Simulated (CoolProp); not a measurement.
Vapour-liquid equilibrium of isobutene (1) + n-octane (2) at 0.173 MPa; x and y are mole fractions of (1).

Values from CoolProp's multi-fluid Helmholtz-energy mixture model, Lemmon 2005 and Beckmüller 2019; pair parameters Bell 2016.

```tsv
x	bubble temperature (°C)	y at the bubble point	dew temperature at overall composition x (°C)	liquid density (mol/L)
0.05	117.6	0.537	144.0	5.534
0.15	78.8	0.880	139.5	6.126
0.25	57.5	0.954	134.7	6.617
0.35	44.0	0.978	129.4	7.085
0.45	34.5	0.988	123.5	7.562
0.55	27.2	0.993	116.6	8.065
0.65	21.4	0.996	108.6	8.603
0.75	16.6	0.998	98.4	9.184
0.85	12.6	0.999	84.4	9.814
0.95	9.1	1.000	59.1	10.50
```

No azeotrope shows between x = 0.05 and 0.95.

Pair parameters are fitted to limited data, so mixtures are less certain than the pure fluids.
